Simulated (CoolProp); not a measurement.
Properties of methane at several states (Tc = -82.6 °C, pc = 45.99 bar, ω = 0.011).

Model: reference Helmholtz-energy equation of state, Setzmann 1991, in CoolProp.

```
T (°C)   p (bar)          phase  density (kg/m³)  cv (kJ/(kg K))
-------  -------  -------------  ---------------  --------------
250.35      70.3  supercritical            25.74           2.482
-143.15     1.18            gas            1.799           1.586
25.95      0.498            gas           0.3215           1.710
```
